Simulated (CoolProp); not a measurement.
Properties of R152A along the isobar 23 MPa (Tc = 113.3 °C, pc = 4.517 MPa, ω = 0.275).

Model: reference Helmholtz-energy equation of state, Outcalt 1996, in CoolProp. It is a modified Benedict-Webb-Rubin equation, recast in Helmholtz form.

```tsv
T (°C)	phase	density (kg/m³)	speed of sound (m/s)	Joule-Thomson coefficient (K/MPa)	viscosity (µPa s)	fugacity coefficient
-22.65	liquid	1046	1015	-0.3544	366	0.009075
-9.35	liquid	1023	962.4	-0.3340	314	0.01509
3.95	liquid	999.1	911.1	-0.3108	271	0.02359
17.25	liquid	975.1	861.2	-0.2847	237	0.03500
30.55	liquid	950.6	812.7	-0.2551	208	0.04965
43.85	liquid	925.6	765.6	-0.2213	184	0.06777
57.15	liquid	900.0	720.0	-0.1826	164	0.08944
70.45	liquid	873.8	676.0	-0.1381	146	0.1146
83.65	liquid	847.0	634.0	-0.08719	131	0.1429
96.95	liquid	819.2	593.5	-0.02786	118	0.1745
110.25	liquid	790.6	555.0	0.04072	107	0.2087
123.55	supercritical	761.1	518.7	0.1197	97.3	0.2452
136.85	supercritical	730.7	484.8	0.2099	88.7	0.2834
150.15	supercritical	699.5	453.7	0.3117	81.3	0.3229
163.45	supercritical	667.7	425.5	0.4244	74.9	0.3630
176.75	supercritical	635.6	400.6	0.5461	69.4	0.4033
```

Viscosity comes from a separate model (Bell 2016), an estimate that may be off by 10 % or more.
